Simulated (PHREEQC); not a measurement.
Make-up at 20 °C: 0.22 mol/kgw NaBr, 5.3e-05 mol/kgw Na2B4O7 and 0.01 mol/kgw LiCl. Closed to the air; pH follows from the charge balance.

All values are PHREEQC results (ion-association model, wateq4f.dat), not measurements.

* **pH**: 9.00
* **ionic strength**: 0.230 mol/kgw
* **activity of water**: 0.992
* **total alkalinity**: 0.106 meq/kg

```csv
species,molality,activity,log γ
Na+,0.220,0.163,-0.132
Br-,0.220,0.163,-0.129
Cl-,0.0100,0.00703,-0.153
Li+,0.0100,0.00750,-0.125
H3BO3,0.000116,0.000122,0.023
H2BO3-,9.63e-5,6.45e-5,-0.174
OH-,9.73e-6,6.79e-6,-0.157
H+,1.25e-9,9.93e-10,-0.100
```

Precipitation was switched off in this run. Species that the database lacks are ignored.
